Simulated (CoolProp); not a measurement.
Vapour-liquid equilibrium of n-hexane (1) + m-xylene (2) at 0.513 MPa; x and y are mole fractions of (1).

Values from CoolProp's multi-fluid Helmholtz-energy mixture model, Thol 2019 and Zhou 2012; pair parameters Bell 2016.

Problem. Give the bubble temperature and the first vapour's composition at x = 0.2, 0.5, 0.8. Is there an azeotrope?

Solution. x = 0.2: 456.5 K, y = 0.512; x = 0.5: 427.5 K, y = 0.827; x = 0.8: 412.1 K, y = 0.941. No azeotrope shows between x = 0.05 and 0.95.

The pair parameters rest on a limited set of measurements; away from them the model extrapolates. The gap from Raoult's law changes sign with composition, which may be real or a fault of the pair parameters; it wasn't checked against measurements.
